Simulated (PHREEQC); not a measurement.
Consider water at 25 °C with 0.0044 mol Na2SO4 and 5.3e-05 mol MgSO4 per kg of water. Closed to the air; pH follows from the charge balance.

Equilibrium calculation in PHREEQC: Pitzer model, pitzer.dat.

Each row changes one thing in this solution. No solid was allowed to form.

```tsv
case	HSO4- (mol/kgw)	SI of Mirabilite (Na2SO4:10H2O)	SI of Thenardite (Na2SO4)
as made	2.66e-8	-5.54	-6.47
MgSO4 from 5.3e-05 to 0.00053 mol/kgw	2.89e-8	-5.51	-6.45
MgSO4 replaced by Li2SO4 at the same molality	2.66e-8	-5.54	-6.47
Na2SO4 from 0.0044 to 0.00396 mol/kgw	[?]	-5.66	-6.60
MgSO4 from 5.3e-05 to 5.3e-06 mol/kgw	2.64e-8	-5.54	-6.48
diluted 2-fold with water	[?]	-6.35	-7.29
Na2SO4 from 0.0044 to 0.0022 mol/kgw	[?]	-6.35	-7.29
diluted 5-fold with water	6.97e-9	-7.47	-8.41
```

Problem. Some entries are withheld; supply them.

Solution. 
- Na2SO4 from 0.0044 to 0.00396 mol/kgw, HSO4- (mol/kgw): 2.46e-8
- diluted 2-fold with water, HSO4- (mol/kgw): 1.53e-8
- Na2SO4 from 0.0044 to 0.0022 mol/kgw, HSO4- (mol/kgw): 1.55e-8
